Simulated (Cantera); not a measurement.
Charge: 1 mol Pb, 0.0079 mol O₂, 1.3 mol CO, at 10.0 Pa.

These are equilibrium values from Cantera (NASA tables, ideal gas, pure condensed phases), not measurements of a reactor. Candidate condensed phases: C, Pb, PbO, PbO₂, Pb₃O₄; 15 gas species. Kinetics and transport are ignored.

What share of the Pb ends up in condensed phases as a function of T (°C), at 600, 675, 750, 825, 900, 975, 1050, 1125, 1200?


| T (°C) | Pb condensed (%) | as |
|---|---|---|
| 600 | 99.2 | Pb(l) |
| 675 | 93.5 | Pb(l) |
| 750 | 52.7 | Pb(l) |
| 825 | 0.0 | - |
| 900 | 0.0 | - |
| 975 | 0.0 | - |
| 1050 | 0.0 | - |
| 1125 | 0.0 | - |
| 1200 | 0.0 | - |
